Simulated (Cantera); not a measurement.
Input: 1 mol MgSO4, 0.2 mol C, 1.1 mol CO2, held at 20.0 mbar.

Equilibrium computed with Cantera from the NASA thermochemical tables; the gas is ideal and each condensed phase is pure. Candidate condensed phases: C, Mg, MgCO3, MgO, MgS, MgSO4, S; 26 gas species. Equilibrium is a limit: real reactors are often held back by kinetics, nucleation or transport.

At 1225 °C, list the 5 most abundant gas species with their mole fractions, and the condensed phases.

CO2 0.500, SO2 0.384, O2 0.115, SO3 0.000696, CO 4.95e-5. Condensed: MgO(s).
